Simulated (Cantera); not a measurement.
A freely propagating, adiabatic, planar premixed flame of 11.3 % CH₄, 17.4 % O₂, 71.3 % N₂, equivalence ratio 1.3, unburnt at 425 K and 6.30 bar; mixture-averaged transport, grid criteria slope 0.08 and curve 0.16, no radiation.

Model: GRI-Mech 3.0 (53 species, 325 reactions), integrated in Cantera. Burning velocities carry a grid error of a few per cent, more on coarse grids.

Question: Predict: laminar burning velocity; thermal thickness; peak x(HCN); peak x(C₂H₆); peak x(CH₃); peak x(C₂H).

Answer: 
```
Item                          Value
------------------------  ---------
laminar burning velocity  13.5 cm/s
thermal thickness          0.243 mm
peak x(HCN)                 2.09e-5
peak x(C₂H₆)               0.000944
peak x(CH₃)                 0.00121
peak x(C₂H)                 4.78e-7
```
